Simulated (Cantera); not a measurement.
Input: 1 mol Cr2O3, a varied amount of H2, 11 mol N2, held at 1100 K and 6.60 bar.

Method: chemical equilibrium by Gibbs-energy minimisation in Cantera with the NASA 1993 tables (ideal gas, pure condensed phases). Candidate condensed phases: Cr, CrN, Cr2N, Cr2O3, H2O; 29 gas species. Mutual solubility and eutectic melting of coexisting phases are not modelled. Equilibrium is a limit: real reactors are often held back by kinetics, nucleation or transport.

x: gas mole fraction; n: condensed amount in mol.

| n(H2) (mol) | x H2 | x N2 | x NH3 | x H2O | x H | n CrN(s) | n Cr2O3(s) |
|---|---|---|---|---|---|---|---|
| 0.67 | 0.0573 | 0.943 | 2.80e-5 | 3.69e-5 | 2.41e-9 | 0.000287 | 1.000 |
| 2.5 | 0.185 | 0.815 | 0.000150 | 0.000113 | 4.33e-9 | 0.00102 | 0.999 |
| 9.7 | 0.468 | 0.531 | 0.000489 | 0.000249 | 6.88e-9 | 0.00343 | 0.998 |
| 37 | ___ | ___ | ___ | ___ | ___ | ___ | 0.995 |
| 140 | 0.927 | 0.0726 | 0.000504 | 0.000253 | 9.69e-9 | 0.0255 | 0.987 |
| 530 | 0.979 | ___ | ___ | ___ | 9.96e-9 | ___ | 0.968 |
| 2000 | 0.994 | 0.00536 | 0.000152 | 0.000114 | 1.00e-8 | 0.153 | 0.924 |

Problem. Complete the blanks.

Solution. 
- 530, x N2: 0.0201
- 530, x NH3: 0.000288
- 530, x H2O: 0.000175
- 530, n CrN(s): 0.0630
- 37, x H2: 0.770
- 37, x N2: 0.229
- 37, x NH3: 0.000678
- 37, x H2O: 0.000309
- 37, x H: 8.83e-9
- 37, n CrN(s): 0.00988
